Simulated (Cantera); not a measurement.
An adiabatic, constant-pressure homogeneous reactor starts with CO : H2 : CH4 : O2 : N2 : CO2 = 1 : 0.053 : 0.44 : 1.65 : 6.22 : 0.36 (molar parts), at 1748 K and 100000 Pa.

Detailed kinetics in Cantera: GRI-Mech 3.0 (53 species, 325 reactions).

One state of this run: T (K) = 2712; x CO = 0.0663; x H2 = 0.00638; x CH4 = <1e-12; x CH2CO = <1e-12; x NO = 0.00189. x: mole fraction; the columns are a selection and need not sum to one.

**Question.** Which value of t (s) does it belong to?
(A) 1.30e-5
(B) 0.000554
(C) 5.11e-6
(D) 2.00e-6

**Answer.** B, 0.000554
